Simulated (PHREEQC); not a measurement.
Synthetic water in mg/kgw, 25 °C, pH 6.88, pe 11.3: Na 0.155; K 0.00198; Ca 1.62; Mg 0.182; Cl 1.89; S(6) as SO4 2.36; Alkalinity as HCO3 0.325; F 0.0138; N(5) as NO3 0.00106; Zn 0.038.

Valence states are taken as typed.

Computed with PHREEQC (ion-association model, wateq4f.dat).

No solid was allowed to form.

Predict the charge-balance error.

charge-balance error -2.2 %.

In which forms is C present?

HCO3- 77 %, CO2 23 % of the C.
